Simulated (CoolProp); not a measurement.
Properties of n-nonane at several states (Tc = 594.5 K, pc = 2.282 MPa, ω = 0.443).

The numbers come from the reference Helmholtz-energy equation of state, Lemmon 2006 in CoolProp. It is a short technical equation, of lower accuracy than the large ones.

| T (K) | p (MPa) | phase | isothermal compressibility (1/MPa) | expansivity (1/kK) | conductivity (mW/(m K)) | Prandtl number |
|---|---|---|---|---|---|---|
| 364.2 | 6.57 | liquid | 0.001751 | 1.159 | 114 | 7.73 |
| 502.9 | 0.322 | gas | 3.494 | 2.931 | 30.1 | 0.775 |
| 582.4 | 0.191 | gas | 5.416 | 1.940 | 39.1 | 0.750 |
| 286.4 | 4.87 | liquid | 0.001040 | 1.052 | 132 | 13.2 |

Viscosity comes from a separate model (Huber 2004). Thermal conductivity comes from a separate model (Huber 2005).
